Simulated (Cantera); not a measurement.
Charge: 1 mol SiC, 0.1 mol O2, 34 mol H2, held at 0.00133 bar.

Method: chemical equilibrium by Gibbs-energy minimisation in Cantera with the NASA 1993 tables (ideal gas, pure condensed phases). Candidate condensed phases: C, C6H6, C7H8, C8H18, H2O, Si, SiC, SiO2; 123 gas species. Rates play no part. All values below are at 1675 K.

Base state: H2 0.991, H 0.00317, CO 0.00296, SiO 0.00288, Si 7.03e-5 (mole fractions); condensed: SiC(s).

Task: What changes in the equilibrium state with this change: O2 from 0.1 to 0.0074 mol?

Result: 
| species | before | after |
|---|---|---|
| H2 | 0.991 | 0.996 |
| H | 0.00317 | 0.00317 |
| CO | 0.00296 | 0.000250 |
| SiO | 0.00288 | 0.000184 |
| Si | 7.03e-5 | 6.11e-5 |
| SiC(s), mol | 0.899 | 0.991 |
